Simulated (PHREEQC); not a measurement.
0.024 g of hydrous ferric oxide (600 m²/g; 0.2 weak and 0.005 strong sites per Fe, Dzombak-Morel constants, diffuse double layer) in 1 kg of water with 0.005 mol/kgw of an inert sodium salt and 0.00032 mmol/kgw Na2HAsO4, at 25 °C; the pH is set by adding NaOH or the inert anion's acid. O2 is buffered at 0.21 atm. No CO2 enters from the air. Precipitation was switched off in this run.

Base run: PHREEQC, ion-association model, wateq4f.dat. Each further column changes one thing. The table gives surface charge σ (C/m²).

| pH | base | background salt from 0.005 to 0.0005 mol/kgw | oxide from 0.024 to 0.12 g/kgw |
|---|---|---|---|
| 3 | 0.300 | (withheld) | 0.302 |
| 4.33 | 0.145 | (withheld) | 0.147 |
| 5.67 | 0.050 | (withheld) | 0.051 |
| 7 | 0.012 | (withheld) | 0.013 |
| 8.33 | -0.002 | (withheld) | -0.002 |
| 9.67 | -0.022 | (withheld) | -0.022 |
| 11 | -0.081 | (withheld) | -0.081 |

**Question.** What belongs in the gaps?

**Answer.** 
- 3, background salt from 0.005 to 0.0005 mol/kgw: 0.236
- 4.33, background salt from 0.005 to 0.0005 mol/kgw: 0.070
- 5.67, background salt from 0.005 to 0.0005 mol/kgw: 0.019
- 7, background salt from 0.005 to 0.0005 mol/kgw: 0.004
- 8.33, background salt from 0.005 to 0.0005 mol/kgw: -0.001
- 9.67, background salt from 0.005 to 0.0005 mol/kgw: -0.008
- 11, background salt from 0.005 to 0.0005 mol/kgw: -0.049

The oxide is taken as insoluble; below pH 4 it would dissolve.
